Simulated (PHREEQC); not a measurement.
A PHREEQC input (ion-association model, phreeqc.dat):

```
SOLUTION 1
  temp 25
  units mg/kgw
  pH 7.16
  pe 12.5
  Na 89.6
  K 62.4
  Ca 221
  Mg 8.37
  Cl 265 charge
  Li 0.1 charge
  S(6) 139 as SO4
  Alkalinity 432 as HCO3
  Ba 1.14
END
USE solution 1
EQUILIBRIUM_PHASES 1
  Quartz 0 0.5
  CO2(g) -2 10
END
```

It stops with these messages:

```
ERROR: Charge balance specified for more than one species.
ERROR: Program terminating due to input errors.
```

The fault: two constituents marked charge. The line should read `Cl 265` where the input has `Cl 265 charge / Li 0.1 charge`. With the mend the run ends at pH 7.58 and ionic strength 0.0226 mol/kgw.
